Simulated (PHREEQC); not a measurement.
Dissolve 0.0079 mol HF, 0.018 mol (CH3)4NF and 3.4e-05 mol HCl per kg of water at 60 °C. Closed to the air; pH follows from the charge balance.

Model: ion-association model, wateq4f.dat, run in PHREEQC.

```tsv
quantity	before	after
pH	3.79	6.17
ionic strength (mol/kgw)	0.0182	0.0180
HF (mol/kgw)	0.00713	3.09e-5
HF2- (mol/kgw)	0.000554	2.45e-6
H2F2 (mol/kgw)	3.48e-5	6.54e-10
```

Question: Which change was made?
A) HF left out
B) 0.0012 mol/kgw (NH4)2HPO4 added
C) HCl left out
D) 0.017 mol/kgw NaCl added
E) HCl replaced by (CH3)4NCl at the same molality

Answer: A, HF left out

This is a speciation only: nothing precipitates in the calculation. (CH3)4N+ isn't in the database: it is added as a free cation with an ion size of 4 Å. Away from 25 °C the constants follow the database's enthalpies or fits; those with neither stay at their 25 °C values.
